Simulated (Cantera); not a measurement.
Charge: 1 mol SiCl₄, 0.98 mol H₂, held at 44000 Pa.

Cantera equilibrium calculation (NASA polynomials, part measured and part estimated; ideal gas, pure solids and liquids). Candidate condensed phases: Si; 19 gas species. The tables' values for SiCl₃ are old estimates; treat these amounts as uncertain. The numbers say what is thermodynamically allowed, not how fast it happens. All values below are at 1050 K.

Base state: SiCl₄ 0.456, H₂ 0.447, HCl 0.0486, SiHCl₃ 0.0437, SiCl₃ 0.00316, SiH₂Cl₂ 0.000476, SiCl₂ 0.000395 (mole fractions); condensed: gas only.

**Question.** What changes in the equilibrium state with this change: SiCl₄ replaced by Si?

**Answer.** 
| species | before | after |
|---|---|---|
| H₂ | 0.447 | 1.00 |
| SiCl₄ | 0.456 | 0 |
| HCl | 0.0486 | 0 |
| SiHCl₃ | 0.0437 | 0 |
| SiCl₃ | 0.00316 | 0 |
| SiH₂Cl₂ | 0.000476 | 0 |
| SiCl₂ | 0.000395 | 0 |
| Si(s), mol | 0 | 1.00 |
